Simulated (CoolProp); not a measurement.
Values from CoolProp's reference Helmholtz-energy equation of state, Thol 2018.

**Question.** Give the vapour pressure (bar), liquid density (kg/m³), enthalpy of vaporisation (kJ/kg), liquid cp (kJ/(kg K)) of saturated hydrogen chloride at 245, 253, 285.3 K.

**Answer.** 
```csv
T (K),p (bar),liquid density (kg/m³),enthalpy of vaporisation (kJ/kg),liquid cp (kJ/(kg K))
245,11.5,1030,368,1.80
253,14.7,1000,354,1.84
285.3,35.1,876,280,2.25
```
